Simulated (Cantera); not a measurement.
An isothermal, constant-pressure homogeneous reactor starts with N₂O = 1 (molar parts), at 1300 K and 0.780 bar.

Detailed kinetics in Cantera: GRI-Mech 3.0 (53 species, 325 reactions). GRI-Mech 3.0 was tuned for natural gas; its chemistry of N2O as a main component is partial and can be far from experiment. The mechanism lacks the step 2 NO + O2 → 2 NO2, which can matter for NO2 below about 1400 K. The temperature is held fixed by assumption; the heat of reaction is taken as removed at once.

x: mole fraction; the columns are a selection and need not sum to one.

```tsv
t (s)	x N₂O	x N₂	x NO₂	x NO	x O	x O₂
3.00e-5	1.000	6.72e-5	1.93e-10	9.62e-6	7.28e-6	2.76e-5
8.50e-5	1.000	0.000202	[?]	3.12e-5	7.31e-6	8.94e-5
0.000241	0.999	0.000583	[?]	9.23e-5	7.31e-6	0.000265
0.000682	0.997	0.00166	[?]	0.000265	7.31e-6	0.000760
0.00193	0.992	0.00470	[?]	0.000752	7.31e-6	0.00216
0.00548	0.979	0.0132	[?]	0.00211	7.29e-6	0.00606
0.0155	0.941	0.0364	[?]	0.00579	7.22e-6	0.0167
0.0440	0.845	0.0955	[?]	0.0151	7.02e-6	0.0439
0.125	0.639	0.223	[?]	0.0345	6.47e-6	0.103
0.353	0.329	0.417	[?]	0.0611	5.04e-6	0.193
1.00	0.0831	0.573	[?]	0.0759	2.29e-6	0.267
```

Task: Fill in the missing entries.

Result: 
- 8.50e-5, x NO₂: 2.02e-9
- 0.000241, x NO₂: 1.75e-8
- 0.000682, x NO₂: 1.40e-7
- 0.00193, x NO₂: 1.03e-6
- 0.00548, x NO₂: 6.52e-6
- 0.0155, x NO₂: 3.03e-5
- 0.0440, x NO₂: 9.83e-5
- 0.125, x NO₂: 0.000243
- 0.353, x NO₂: 0.000444
- 1.00, x NO₂: 0.000570
